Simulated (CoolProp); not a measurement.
Oxygen at 293.15 K and 11.3 MPa flows at 6.2 m/s in a round tube of 25 mm bore and 0.25 µm roughness, fully developed (64/Re and Nu = 3.66 if laminar; Colebrook and Gnielinski if turbulent). Each further row changes one setting.

Model: reference Helmholtz-energy equation of state, Schmidt 1985, in CoolProp.

```
case               Reynolds number  Darcy friction factor  pressure drop (Pa/m)  heat-transfer coefficient (W/(m² K))  mass flow (kg/h)
-----------------  ---------------  ---------------------  --------------------  ------------------------------------  ----------------
as stated                  1050000                    ___                  1430                                   ___              1720
velocity 12.4 m/s          2100000                    ___                   ___                                   ___              3450
diameter 50 mm             2100000                    ___                   ___                                   ___              6900
```

Q: What belongs in the gaps?

A: 
- as stated, Darcy friction factor: 0.0118
- as stated, heat-transfer coefficient (W/(m² K)): 1710
- velocity 12.4 m/s, Darcy friction factor: 0.0107
- velocity 12.4 m/s, pressure drop (Pa/m): 5160
- velocity 12.4 m/s, heat-transfer coefficient (W/(m² K)): 3090
- diameter 50 mm, Darcy friction factor: 0.0105
- diameter 50 mm, pressure drop (Pa/m): 634
- diameter 50 mm, heat-transfer coefficient (W/(m² K)): 1520

Viscosity comes from a separate model (Lemmon 2004). Thermal conductivity comes from a separate model (Lemmon 2004).
